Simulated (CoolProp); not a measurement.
Properties of carbon dioxide along the isobar 264 bar.

The numbers come from the reference Helmholtz-energy equation of state, Span 1996 in CoolProp.

| T (K) | phase | cp (kJ/(kg K)) | speed of sound (m/s) | Joule-Thomson coefficient (K/MPa) | viscosity (µPa s) | Prandtl number | fugacity coefficient |
|---|---|---|---|---|---|---|---|
| 300.7 | liquid | 1.977 | 650.4 | 0.1486 | 103 | 1.80 | 0.2604 |
| 335.9 | supercritical | 2.134 | 493.7 | 0.5900 | 70.4 | 1.72 | 0.4072 |
| 371.1 | supercritical | 2.162 | 392.1 | 1.260 | 49.4 | 1.57 | 0.5478 |
| 406.3 | supercritical | 1.903 | 356.1 | 1.748 | 38.6 | 1.30 | 0.6637 |
| 441.5 | supercritical | 1.639 | 353.5 | 1.856 | 34.2 | 1.11 | 0.7529 |
| 476.7 | supercritical | 1.475 | 361.4 | 1.758 | 32.6 | 0.999 | 0.8207 |
| 511.9 | supercritical | 1.379 | 372.5 | 1.592 | 32.2 | 0.923 | 0.8726 |
| 547 | supercritical | 1.323 | 384.3 | 1.414 | 32.4 | 0.876 | 0.9126 |
| 582.2 | supercritical | 1.289 | 396.1 | 1.244 | 32.8 | 0.844 | 0.9440 |

Viscosity comes from a separate model (Laesecke 2017). Thermal conductivity comes from a separate model (Huber 2016).
